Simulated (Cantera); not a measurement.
Feed: 1 mol CaCO3, 0.32 mol C, 1.3 mol O2, 0.24 mol CO2, held at 2930 Torr.

Cantera equilibrium calculation (NASA polynomials, part measured and part estimated; ideal gas, pure solids and liquids). Candidate condensed phases: C, Ca, CaCO3, CaO; 15 gas species. Rates play no part. All values below are at 875 K.

Base state: O2 0.636, CO2 0.364 (mole fractions); condensed: CaCO3(calcite).

**Question.** What changes in the equilibrium state with this change: pressure from 2930 Torr to 1.00 Torr?

**Answer.** 
| species | before | after |
|---|---|---|
| CO2 | 0.364 | 0.614 |
| O2 | 0.636 | 0.386 |
| CaCO3(calcite), mol | 1.00 | 0 |
| CaO(s), mol | 0 | 1.00 |
